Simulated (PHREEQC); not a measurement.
Make-up at 25 °C: 0.0048 mol/kgw NH4Cl, 0.00306 mol/kgw NaOH and 0.00023 mol/kgw NaCl. Closed to the air; pH follows from the charge balance.

The numbers come from PHREEQC with the ion-association model, wateq4f.dat.

```yaml
pH: 9.51
ionic_strength: 0.00507 mol/kgw
total_alkalinity: 3.06 meq/kg
```

| species | molality | activity | log γ |
|---|---|---|---|
| Cl- | 0.00503 | 0.00466 | -0.033 |
| Na+ | 0.00329 | 0.00305 | -0.033 |
| NH3 | 0.00302 | 0.00302 | 0.000 |
| NH4+ | 0.00178 | 0.00164 | -0.033 |
| OH- | 3.49e-5 | 3.23e-5 | -0.034 |

No solid was allowed to form. Complexes and solids missing from the database can't appear.
